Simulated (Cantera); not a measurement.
Cantera with NASA thermochemical tables; ideal gases at 1 bar, condensed phases pure. Values are per mole of reaction as written; species without (g) are pure solids or liquids, kept so even where they would boil at 1 bar.

Between 1700 and 2000 K, where is each reaction favourable under standard conditions?
- 2 H₂(g) + NiS₂ → Ni + 2 H₂S(g)
- NiS₂ + 4 H(g) → 2 H₂S(g) + Ni


- 2 H₂(g) + NiS₂ → Ni + 2 H₂S(g): ΔG° is -30 kJ at 1700 K and -36 kJ at 2000 K; it stays negative (K > 1). ΔH° is 7 kJ and ΔS° 22 J/K at 2000 K.
- NiS₂ + 4 H(g) → 2 H₂S(g) + Ni: ΔG° is -529 kJ at 1700 K and -463 kJ at 2000 K; it stays negative (K > 1). ΔH° is -901 kJ and ΔS° -219 J/K at 2000 K.
